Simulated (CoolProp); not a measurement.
Properties of trans-2-butene along the isobar 302 kPa.

Model: reference Helmholtz-energy equation of state, Lemmon 2005, in CoolProp. It is a short technical equation, of lower accuracy than the large ones.

| T (K) | phase | Z | cv (kJ/(kg K)) | fugacity coefficient |
|---|---|---|---|---|
| 400.7 | gas | 0.9666 | ___ | 0.9676 |
| 411 | gas | 0.9694 | 1.844 | 0.9702 |
| 421.4 | gas | 0.9719 | 1.880 | 0.9725 |
| 431.8 | gas | 0.9741 | 1.915 | ___ |
| 442.1 | gas | 0.9761 | ___ | 0.9766 |
| 452.5 | gas | 0.9779 | 1.986 | 0.9783 |
| 462.8 | gas | 0.9795 | ___ | 0.9798 |
| 473.2 | gas | 0.9810 | 2.055 | 0.9813 |
| 483.6 | gas | 0.9824 | 2.089 | 0.9826 |
| 493.9 | gas | 0.9836 | 2.123 | 0.9838 |
| 504.3 | gas | 0.9847 | 2.157 | 0.9849 |
| 514.6 | gas | 0.9858 | ___ | 0.9859 |
| 525 | gas | 0.9867 | 2.222 | 0.9868 |

Problem. Some entries are withheld; supply them.

Solution. 
- 400.7, cv (kJ/(kg K)): 1.808
- 431.8, fugacity coefficient: 0.9747
- 442.1, cv (kJ/(kg K)): 1.951
- 462.8, cv (kJ/(kg K)): 2.020
- 514.6, cv (kJ/(kg K)): 2.189
